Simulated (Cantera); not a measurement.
A Cantera script and what it prints.

```python
import numpy as np
import cantera as ct

gas_names = """
    Mg MgN MgO MgS Mg2 N NO NO2 NO3 N2 N2O O O2 O3 S SN SO SO2 SO3 S2 S2O S8
""".split()
cond_names = """
    Mg(cr) Mg(L) MgO(s) MgO(L) MgS(s) MgSO4(s) MgSO4(L) S(cr1) S(cr2) S(L)
""".split()


# ... load() reads the species with a 1 bar reference pressure and builds the phases ...
atoms = {
    'MgO': {'Mg': 1, 'O': 1},
    'SO3': {'S': 1, 'O': 3},
    'N2': {'N': 2},
}
top_T = {'MgS(s)': 2250}  # K; cautious upper limits of use, not melting points


# ... equilibrate(T, P, feed) seeds the gas with the atoms and calls Mixture.equilibrate('TP', solver="vcs", rtol=1e-11, max_steps=5000) ...
results = []
feed = {'MgO': 1, 'SO3': 1.9, 'N2': 0.58}  # mol
P = 54000  # Pa
for T in [1023, 1123, 1223, 1323, 1423, 1523, 1623, 1723, 1823, 1923]:
    mix = equilibrate(T, P, feed)
    results.append((T, P, feed, dict(zip(mix.species_names, mix.species_moles))))

top = {s: max(r[3][s] / sum(r[3][g] for g in gas_names) for r in results) for s in gas_names}
cols = sorted((s for s in top if top[s] > 0.001), key=lambda s: -top[s])[:7]
seen = [c for c in cond_names if any(r[3].get(c, 0) > 1e-12 for r in results)]
print("log10 of partial pressures in bar; condensed amounts in mol")
print(f"{'T/K':>10s}" + "".join(f"{s[:9]:>10s}" for s in cols + seen))
for T, P, feed, n in results:
    ng = sum(n[g] for g in gas_names)
    print(f"{T:10.4g}" + "".join(f"{np.log10(max(n[s] / ng * P / 1e5, 1e-99)):10.3f}" for s in cols)
          + "".join(f"{n.get(c, 0):10.4g}" for c in seen))
```

Output:

```
log10 of partial pressures in bar; condensed amounts in mol
       T/K       SO2        N2        O2       SO3        NO    MgO(s)  MgSO4(s)
      1023    -0.722    -0.758    -1.023    -1.091    -4.897         0         1
      1123    -0.651    -0.775    -0.952    -1.428    -4.455         0         1
      1223    -0.623    -0.783    -0.924    -1.754    -4.097         0         1
      1323    -0.536    -1.035    -0.838    -1.936    -3.884         1         0
      1423    -0.531    -1.037    -0.832    -2.194    -3.629         1         0
      1523    -0.528    -1.039    -0.830    -2.421    -3.408         1         0
      1623    -0.527    -1.040    -0.829    -2.620    -3.215         1         0
      1723    -0.526    -1.041    -0.828    -2.796    -3.044         1         0
      1823    -0.525    -1.042    -0.828    -2.952    -2.892         1         0
      1923    -0.525    -1.043    -0.829    -3.092    -2.757         1         0
```

These are equilibrium values from Cantera (NASA tables, ideal gas, pure condensed phases), not measurements of a reactor.
